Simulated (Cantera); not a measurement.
A perfectly stirred reactor is fed with 16.5 % CO, 5.76 % H₂, 16.4 % O₂, 61.4 % N₂, at 11.0 bar; it is adiabatic with a 475 K inlet, and is followed from long to short residence time, starting on the burning branch (τ in s: 0.089, 0.049, 0.027, 0.015, 0.0081, 0.0044, 0.0024, 0.0013, 0.00074, 0.0004, 0.00022, 0.00012, 6.7e-05).

Cantera simulation using GRI-Mech 3.0 (53 species, 325 reactions); the numbers are that mechanism's predictions, not measurements. The hydrogen kinetics of GRI-Mech 3.0 are dated; newer H2 mechanisms differ, most at raised pressure.

x: mole fraction; the columns are a selection and need not sum to one.

```tsv
τ (s)	T (K)	x CO	x H₂	x O₂	x H₂O	x O	x H₂O₂	x H
0.089	2212	0.00161	0.000104	0.0573	0.0638	0.000218	1.80e-7	1.93e-5
0.049	2213	0.00170	0.000108	0.0578	0.0638	0.000227	1.82e-7	2.03e-5
0.027	2213	___	0.000115	0.0583	0.0637	0.000239	1.86e-7	___
0.015	2213	___	___	0.0587	0.0637	0.000258	1.91e-7	___
0.0081	2210	0.00246	0.000146	0.0591	0.0636	0.000291	2.00e-7	3.01e-5
0.0044	2206	0.00312	0.000179	0.0595	0.0634	0.000346	2.14e-7	3.97e-5
0.0024	2197	0.00415	0.000231	0.0599	0.0632	0.000436	2.37e-7	5.70e-5
0.0013	2184	0.00573	0.000312	0.0606	0.0629	0.000580	2.75e-7	8.84e-5
0.00074	2167	0.00783	0.000420	0.0615	0.0625	0.000779	3.27e-7	0.000138
0.00040	2140	0.0110	0.000584	0.0629	0.0620	0.00109	4.07e-7	0.000228
0.00022	2105	0.0153	0.000799	0.0647	0.0613	0.00151	5.16e-7	0.000370
0.00012	2057	0.0210	0.00108	0.0672	0.0605	0.00207	6.69e-7	0.000592
6.7e-5	1995	0.0286	0.00143	0.0705	0.0596	0.00273	8.84e-7	0.000895
```

Some entries are withheld; supply them.


- 0.027, x CO: 0.00184
- 0.027, x H: 2.20e-5
- 0.015, x CO: 0.00206
- 0.015, x H₂: 0.000126
- 0.015, x H: 2.49e-5
